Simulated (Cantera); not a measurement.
An adiabatic, constant-pressure homogeneous reactor starts with 6.42 % CH3OH, 18.5 % O2, 69.4 % N2, 5.72 % CO2, equivalence ratio 0.52, at 1250 K and 10.0 bar.

Model: GRI-Mech 3.0 (53 species, 325 reactions), integrated in Cantera. GRI-Mech 3.0 was tuned for natural gas; its chemistry of methanol as a main component is partial and can be far from experiment.

Task: Predict: time of steepest temperature rise; temperature at 0.300 s; equilibrium temperature; x(O2) at 0.300 s; x(CO2) at 0.300 s; x(NO) at 0.300 s; x(O) at 0.300 s.

Result: 
- time of steepest temperature rise = 0.786 ms
- temperature at 0.300 s = 2255 K
- equilibrium temperature = 2255 K
- x(O2) at 0.300 s = 0.0814 (gas-phase equilibrium 0.0814)
- x(CO2) at 0.300 s = 0.116 (gas-phase equilibrium 0.116)
- x(NO) at 0.300 s = 0.00819 (gas-phase equilibrium 0.00819)
- x(O) at 0.300 s = 0.000344 (gas-phase equilibrium 0.000344)
